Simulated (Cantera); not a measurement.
Charge: 1 mol Nb2O5, 0.62 mol H2, equilibrated at 998.15 K and 10.0 mbar.

Method: chemical equilibrium by Gibbs-energy minimisation in Cantera with the NASA 1993 tables (ideal gas, pure condensed phases). Candidate condensed phases: H2O, Nb, NbO, NbO2, Nb2O5; 12 gas species. Condensed phases not in the tables: the oxides between NbO2 and Nb2O5. Kinetics and transport are ignored.

What is the equilibrium state?


| Property | Result |
|---|---|
| x(H2) | 0.995 |
| x(H2O) | 0.00532 |
| n(NbO2(s)) | 0.00660 mol |
| n(Nb2O5(s)) | 0.997 mol |
| gas amount | 0.6200 mol |
| log10 activity of Nb(s) (absent) | -7.39 |
